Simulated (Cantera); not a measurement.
A closed system holds: 1 mol Al, 27 mol NH3, 830 mol H2, at 2048 K and 23.0 Pa.

Method: chemical equilibrium by Gibbs-energy minimisation in Cantera with the NASA 1993 tables (ideal gas, pure condensed phases). Candidate condensed phases: Al, AlN; 13 gas species. Kinetics and transport are ignored.

Task: What is the equilibrium state?

Result: 
| Quantity | Value |
|---|---|
| x(H2) | 0.849 |
| x(H) | 0.136 |
| x(N2) | 0.0142 |
| x(Al) | 0.00105 |
| x(AlH) | 3.70e-6 |
| gas amount | 949.6 mol |
| log10 activity of Al(l) (absent) | -4.58 |
